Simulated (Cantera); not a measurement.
An adiabatic, constant-pressure homogeneous reactor starts with H2 : O2 : N2 = 1 : 1.1 : 5.45 (molar parts), at 975 K and 560000 Pa.

Computed with Cantera and the H2/O2 subset of GRI-Mech 3.0, which has no nitrogen chemistry. The hydrogen kinetics of GRI-Mech 3.0 are dated; newer H2 mechanisms differ, most at raised pressure.

Predict: time of steepest temperature rise; temperature at 0.300 s; equilibrium temperature; x(H2) at 0.300 s; x(O2) at 0.300 s; x(OH) at 0.300 s; x(HO2) at 0.300 s; x(H) at 0.300 s.


| Property | Result |
|---|---|
| time of steepest temperature rise | 34.4 ms |
| temperature at 0.300 s | 1936 K |
| equilibrium temperature | 1936 K |
| x(H2) at 0.300 s | 3.60e-5 (gas-phase equilibrium 3.60e-5) |
| x(O2) at 0.300 s | 0.0848 (gas-phase equilibrium 0.0848) |
| x(OH) at 0.300 s | 0.000913 (gas-phase equilibrium 0.000913) |
| x(HO2) at 0.300 s | 2.01e-6 (gas-phase equilibrium 2.01e-6) |
| x(H) at 0.300 s | 2.64e-6 (gas-phase equilibrium 2.64e-6) |
